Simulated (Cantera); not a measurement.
A perfectly stirred reactor is fed with CH4 : O2 : N2 = 1 : 1.54 : 5.78 (molar parts), equivalence ratio 1.3, at 0.930 bar; it is adiabatic with a 525 K inlet, and is followed from long to short residence time, starting on the burning branch (τ in s: 0.073, 0.032, 0.014, 0.0062, 0.0027, 0.0012, 0.00052, 0.00023, 9.9e-05, 4.3e-05).

Model: GRI-Mech 3.0 (53 species, 325 reactions), integrated in Cantera.

Predict: blow-out, bracketed by the residence times tried; x(CH4) at τ = 73.0 ms; x(O2) at τ = 73.0 ms; x(OH) at τ = 73.0 ms; x(N2O) at τ = 73.0 ms; x(HCN) at τ = 73.0 ms; x(CH4) at τ = 1.20 ms; x(O2) at τ = 1.20 ms; x(OH) at τ = 1.20 ms; x(N2O) at τ = 1.20 ms; x(HCN) at τ = 1.20 ms.


| Item | Result |
|---|---|
| blow-out, bracketed by the residence times tried | burning at 0.230 ms, out at 99.0 µs |
| x(CH4) at τ = 73.0 ms | 1.75e-5 |
| x(O2) at τ = 73.0 ms | 0.000172 |
| x(OH) at τ = 73.0 ms | 0.00147 |
| x(N2O) at τ = 73.0 ms | 1.68e-8 |
| x(HCN) at τ = 73.0 ms | 5.06e-6 |
| x(CH4) at τ = 1.20 ms | 0.000178 |
| x(O2) at τ = 1.20 ms | 0.00218 |
| x(OH) at τ = 1.20 ms | 0.00397 |
| x(N2O) at τ = 1.20 ms | 5.07e-8 |
| x(HCN) at τ = 1.20 ms | 3.33e-5 |
